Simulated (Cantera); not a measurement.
A closed system holds: 1 mol SiCl4, 460 mol H2, 0.77 mol HCl, held at 2223 K and 1.00 bar.

Method: chemical equilibrium by Gibbs-energy minimisation in Cantera with the NASA 1993 tables (ideal gas, pure condensed phases). Candidate condensed phases: Si; 19 gas species. The tables' values for SiCl are old estimates; treat these amounts as uncertain. Gases not in the tables: Si2H6 and higher silanes. The numbers say what is thermodynamically allowed, not how fast it happens.

Base state: H2 0.983, HCl 0.00980, H 0.00635, Si 0.000460, SiH2 0.000326, SiH 0.000193, SiCl2 0.000184, SiCl 5.13e-5 (mole fractions); condensed: Si(l).

Task: What changes in the equilibrium state with this change: pressure from 1.00 bar to 0.00900 bar?

Result: 
| species | before | after |
|---|---|---|
| H2 | 0.983 | 0.923 |
| H | 0.00635 | 0.0649 |
| HCl | 0.00980 | 0.00943 |
| Si | 0.000460 | 0.00197 |
| SiH2 | 0.000326 | 1.18e-5 |
| SiCl2 | 0.000184 | 7.00e-6 |
| Cl | 4.60e-5 | 0.000481 |
| Si(l), mol | 0.425 | 0 |
